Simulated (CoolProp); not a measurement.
Computed with CoolProp (reference Helmholtz-energy equation of state, Akasaka 2024).

Problem. Give the vapour pressure (kPa), liquid density (kg/m³), vapour density (kg/m³), enthalpy of vaporisation (kJ/kg) of saturated R1132(E) at 12.55, 17.95, 25.95 °C.

Solution. 
```
T (°C)  p (kPa)  liquid density (kg/m³)  vapour density (kg/m³)  enthalpy of vaporisation (kJ/kg)
------  -------  ----------------------  ----------------------  --------------------------------
12.55      1180                     962                    39.2                               234
17.95      1370                     943                    45.8                               226
25.95      1700                     913                    57.5                               213
```
